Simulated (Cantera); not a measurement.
What does this Cantera script print?

```python
import numpy as np
import cantera as ct

gas_names = """
    C CN CO CO2 C2 CCN CNC C2N2 C2O C3 C3O2 C4 C4N2 C5 Fe FeC5O5 FeO N NCO NO NO2 NO3 N2 N2O O O2 O3
""".split()
cond_names = """
    C(gr) Fe(a) Fe(c) Fe(d) Fe(L) FeC5O5(L) FeO(s) FeO(L) Fe2O3(s) Fe3O4(s)
""".split()


# ... load() reads the species with a 1 bar reference pressure and builds the phases ...
atoms = {
    'Fe2O3': {'Fe': 2, 'O': 3},
    'C': {'C': 1},
    'N2': {'N': 2},
}
top_T = {'C(gr)': 4500, 'Fe2O3(s)': 1830, 'Fe3O4(s)': 1870}  # K; cautious upper limits of use, not melting points


# ... equilibrate(T, P, feed) seeds the gas with the atoms and calls Mixture.equilibrate('TP', solver="vcs", rtol=1e-11, max_steps=5000) ...
results = []
feed = {'Fe2O3': 1, 'C': 0.98, 'N2': 1.5}  # mol
P = 180  # Pa
for T in [1725, 1775, 1825, 1875, 1925, 1975, 2025, 2075, 2125, 2175, 2225]:
    mix = equilibrate(T, P, feed)
    results.append((T, P, feed, dict(zip(mix.species_names, mix.species_moles))))
    x = sorted(zip(gas.X, gas.species_names), reverse=True)
    print(f"T = {T:g} K  P = {P:g} Pa  gas = {mix.phase_moles(0):.4g} mol")
    print("   x: " + "  ".join(f"{s} {v:.3e}" for v, s in x if v > 0.001))
    print("   condensed (mol): " + ("  ".join(f"{mix.phase(i).name} {mix.phase_moles(i):.4g}"
          for i in range(1, mix.n_phases) if mix.phase_moles(i) > 1e-12) or "none"))
```

It prints:

```
T = 1725 K  P = 180 Pa  gas = 2.493 mol
   x: N2 6.017e-01  CO 3.472e-01  CO2 4.593e-02  Fe 5.234e-03
   condensed (mol): Fe(d) 0.08146  FeO(L) 1.905
T = 1775 K  P = 180 Pa  gas = 2.509 mol
   x: N2 5.980e-01  CO 3.478e-01  CO2 4.288e-02  Fe 1.132e-02
   condensed (mol): Fe(d) 0.05919  FeO(L) 1.912
T = 1825 K  P = 180 Pa  gas = 2.539 mol
   x: N2 5.907e-01  CO 3.457e-01  CO2 4.020e-02  Fe 2.324e-02
   condensed (mol): Fe(L) 0.02309  FeO(L) 1.918
T = 1875 K  P = 180 Pa  gas = 2.577 mol
   x: N2 5.820e-01  CO 3.351e-01  CO2 4.515e-02  Fe 3.741e-02
   condensed (mol): FeO(L) 1.903
T = 1925 K  P = 180 Pa  gas = 2.613 mol
   x: N2 5.741e-01  CO 3.175e-01  CO2 5.763e-02  Fe 5.006e-02
   condensed (mol): FeO(L) 1.868
T = 1975 K  P = 180 Pa  gas = 2.657 mol
   x: N2 5.645e-01  CO 2.965e-01  CO2 7.235e-02  Fe 6.506e-02  FeO 1.338e-03
   condensed (mol): FeO(L) 1.824
T = 2025 K  P = 180 Pa  gas = 2.712 mol
   x: N2 5.530e-01  CO 2.723e-01  CO2 8.902e-02  Fe 8.239e-02  FeO 2.664e-03
   condensed (mol): FeO(L) 1.769
T = 2075 K  P = 180 Pa  gas = 2.782 mol
   x: N2 5.389e-01  CO 2.453e-01  CO2 1.069e-01  Fe 1.021e-01  FeO 5.120e-03
   condensed (mol): FeO(L) 1.702
T = 2125 K  P = 180 Pa  gas = 2.88 mol
   x: N2 5.205e-01  CO 2.161e-01  Fe 1.246e-01  CO2 1.242e-01  FeO 9.524e-03  O2 2.288e-03  O 1.862e-03
   condensed (mol): FeO(L) 1.614
T = 2175 K  P = 180 Pa  gas = 3.037 mol
   x: N2 4.931e-01  CO 1.856e-01  Fe 1.527e-01  CO2 1.371e-01  FeO 1.718e-02  O2 7.769e-03  O 4.785e-03  NO 1.814e-03
   condensed (mol): FeO(L) 1.484
T = 2225 K  P = 180 Pa  gas = 3.347 mol
   x: N2 4.465e-01  Fe 1.931e-01  CO 1.541e-01  CO2 1.386e-01  FeO 3.013e-02  O2 2.292e-02  O 1.129e-02  NO 3.321e-03
   condensed (mol): FeO(L) 1.253
```

These are equilibrium values from Cantera (NASA tables, ideal gas, pure condensed phases), not measurements of a reactor. Each liquid is taken as pure. Mutual solubility and eutectic melting of coexisting phases are not modelled. The tables' stoichiometric FeO is somewhat more stable than real wüstite, so its field is too wide. FeO: taken at fixed stoichiometry.
